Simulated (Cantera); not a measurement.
An isothermal, constant-pressure homogeneous reactor starts with 0.328 % CO, 2.82 % O₂, 0.200 % H₂O, 91.1 % N₂, 5.56 % H₂, at 1073 K and 0.510 bar.

Computed with Cantera and GRI-Mech 3.0 (53 species, 325 reactions). The temperature is held fixed by assumption; the heat of reaction is taken as removed at once.

Task: Predict: x(CO) at 20.0 s; x(O₂) at 20.0 s; x(H₂O) at 20.0 s; x(NO) at 20.0 s; x(CO₂) at 20.0 s.

Result: 
```
Item                                                  Value
----------------  -----------------------------------------
x(CO) at 20.0 s   0.000130 (gas-phase equilibrium 0.000122)
x(O₂) at 20.0 s      1.33e-9 (gas-phase equilibrium <1e-12)
x(H₂O) at 20.0 s      0.0569 (gas-phase equilibrium 0.0569)
x(NO) at 20.0 s    1.96e-6 (gas-phase equilibrium 3.65e-12)
x(CO₂) at 20.0 s    0.00324 (gas-phase equilibrium 0.00325)
```
